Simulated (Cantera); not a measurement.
Charge: 1 mol SiCl4, 1.9 mol HCl, 80 mol H2, held at 1050 K and 7.50 Torr.

Method: chemical equilibrium by Gibbs-energy minimisation in Cantera with the NASA 1993 tables (ideal gas, pure condensed phases). Candidate condensed phases: Si; 19 gas species. The tables' values for SiCl3 are old estimates; treat these amounts as uncertain. Equilibrium is a limit: real reactors are often held back by kinetics, nucleation or transport.

Base state: H2 0.959, HCl 0.0294, SiCl4 0.00715, SiHCl3 0.00242, SiCl2 0.00159, SiCl3 0.000792, SiH2Cl2 9.31e-5 (mole fractions); condensed: gas only.

**Question.** What changes in the equilibrium state with this change: temperature from 1050 K to 1575 K?

**Answer.** 
| species | before | after |
|---|---|---|
| H2 | 0.959 | 0.939 |
| HCl | 0.0294 | 0.0511 |
| SiCl2 | 0.00159 | 0.00944 |
| SiCl | <1e-9 | 1.20e-5 |
| Cl | 2.23e-9 | 1.74e-5 |
| Si(s), mol | 0 | 0.198 |
The tables' values for SiCl3, SiCl are old estimates; treat these amounts as uncertain.
